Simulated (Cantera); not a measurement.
Charge: 1 mol MgCO₃, 0.24 mol H₂, 0.013 mol H₂O, held at 67000 Pa.

These are equilibrium values from Cantera (NASA tables, ideal gas, pure condensed phases), not measurements of a reactor. Candidate condensed phases: C, C₆H₆, C₇H₈, C₈H₁₈, H₂O, Mg, MgCO₃, MgO, Mg(OH)₂; 116 gas species. Equilibrium is a limit: real reactors are often held back by kinetics, nucleation or transport.

Q: At 350 °C, list the 5 most abundant gas species with their mole fractions, and the condensed phases.

A: H₂O 0.519, CO₂ 0.274, CH₄ 0.141, H₂ 0.0643, CO 0.00160. Condensed: C(graphite) + MgCO₃(s) + MgO(s).
